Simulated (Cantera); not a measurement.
An isothermal, constant-pressure homogeneous reactor starts with CO : O2 : H2O : N2 = 0.012 : 0.092 : 0.011 : 1 (molar parts), equivalence ratio 0.065, at 1000 K and 1.01 bar.

Cantera simulation using GRI-Mech 3.0 (53 species, 325 reactions); the numbers are that mechanism's predictions, not measurements.

x: mole fraction; the columns are a selection and need not sum to one.

| t (s) | x CO | x O2 | x H2O | x OH | x N2O | x NO2 |
|---|---|---|---|---|---|---|
| 8.00e-6 | 0.0108 | 0.0825 | 0.00987 | <1e-12 | <1e-12 | <1e-12 |
| 2.15e-5 | 0.0108 | 0.0825 | 0.00987 | <1e-12 | <1e-12 | <1e-12 |
| 5.76e-5 | 0.0108 | 0.0825 | 0.00987 | <1e-12 | <1e-12 | <1e-12 |
| 0.000154 | 0.0108 | 0.0825 | 0.00987 | 3.94e-12 | <1e-12 | <1e-12 |
| 0.000414 | 0.0108 | 0.0825 | 0.00987 | 1.43e-11 | <1e-12 | <1e-12 |
| 0.00111 | 0.0108 | 0.0825 | 0.00987 | 4.41e-11 | <1e-12 | <1e-12 |
| 0.00298 | 0.0108 | 0.0825 | 0.00987 | 1.42e-10 | <1e-12 | <1e-12 |
| 0.00800 | 0.0108 | 0.0825 | 0.00987 | 7.04e-10 | 4.82e-12 | <1e-12 |
| 0.0215 | 0.0108 | 0.0825 | 0.00987 | 1.92e-8 | 1.47e-10 | <1e-12 |
| 0.0576 | 0.0105 | 0.0824 | 0.00986 | 3.26e-7 | ___ | 1.36e-12 |
| 0.154 | 0.00947 | 0.0819 | 0.00985 | 3.76e-7 | ___ | 1.78e-11 |
| 0.414 | 0.00706 | 0.0808 | 0.00986 | 3.80e-7 | ___ | 1.17e-10 |
| 1.11 | 0.00336 | 0.0791 | 0.00989 | 3.46e-7 | ___ | 5.85e-10 |
| 2.98 | 0.000698 | 0.0779 | 0.00991 | 2.47e-7 | ___ | 1.77e-9 |
| 8.00 | 7.65e-5 | 0.0776 | 0.00992 | 1.01e-7 | ___ | 2.82e-9 |

**Question.** What belongs in the gaps?

**Answer.** 
- 0.0576, x N2O: 6.31e-9
- 0.154, x N2O: 3.03e-8
- 0.414, x N2O: 8.70e-8
- 1.11, x N2O: 1.90e-7
- 2.98, x N2O: 2.97e-7
- 8.00, x N2O: 3.37e-7
